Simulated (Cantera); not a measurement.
# Equilibrium for chlorosilane synthesis and conversion: Si + HCl + H₂

A closed system holds: 1 mol Si, 1.8 mol HCl, 0.21 mol H₂, at 1 atm.

These are equilibrium values from Cantera (NASA tables, ideal gas, pure condensed phases), not measurements of a reactor. Candidate condensed phases: Si; 19 gas species. The tables' values for SiCl₃ are old estimates; treat these amounts as uncertain. The numbers say what is thermodynamically allowed, not how fast it happens.

From 352 °C to 702 °C the condensed part is Si(s). The main Si-bearing gas is SiCl₄ throughout.

```json
[
 {"T (°C)": "352", "log p H₂": "-0.16", "log p SiCl₄": "-0.66", "log p SiHCl₃": "-0.99", "log p HCl": "-4.15", "log p SiH₂Cl₂": "-2.58", "log p SiCl₃": "-6.03", "n Si(s)": "0.509"},
 {"T (°C)": "402", "log p H₂": "-0.16", "log p SiCl₄": "-0.65", "log p SiHCl₃": "-1.00", "log p HCl": "-3.70", "log p SiH₂Cl₂": "-2.55", "log p SiCl₃": "-5.37", "n Si(s)": "0.510"},
 {"T (°C)": "452", "log p H₂": "-0.16", "log p SiCl₄": "-0.65", "log p SiHCl₃": "-1.00", "log p HCl": "-3.32", "log p SiH₂Cl₂": "-2.52", "log p SiCl₃": "-4.81", "n Si(s)": "0.511"},
 {"T (°C)": "502", "log p H₂": "-0.16", "log p SiCl₄": "-0.65", "log p SiHCl₃": "-1.01", "log p HCl": "-2.99", "log p SiH₂Cl₂": "-2.49", "log p SiCl₃": "-4.32", "n Si(s)": "0.512"},
 {"T (°C)": "552", "log p H₂": "-0.16", "log p SiCl₄": "-0.65", "log p SiHCl₃": "-1.02", "log p HCl": "-2.70", "log p SiH₂Cl₂": "-2.47", "log p SiCl₃": "-3.89", "n Si(s)": "0.512"},
 {"T (°C)": "602", "log p H₂": "-0.16", "log p SiCl₄": "-0.65", "log p SiHCl₃": "-1.03", "log p HCl": "-2.44", "log p SiH₂Cl₂": "-2.45", "log p SiCl₃": "-3.51", "n Si(s)": "0.514"},
 {"T (°C)": "652", "log p H₂": "-0.16", "log p SiCl₄": "-0.65", "log p SiHCl₃": "-1.04", "log p HCl": "-2.21", "log p SiH₂Cl₂": "-2.44", "log p SiCl₃": "-3.17", "n Si(s)": "0.515"},
 {"T (°C)": "702", "log p H₂": "-0.17", "log p SiCl₄": "-0.65", "log p SiHCl₃": "-1.05", "log p HCl": "-2.01", "log p SiH₂Cl₂": "-2.43", "log p SiCl₃": "-2.87", "n Si(s)": "0.516"}
]
```
log p: log10 of the partial pressure in bar; n: condensed amount in mol.
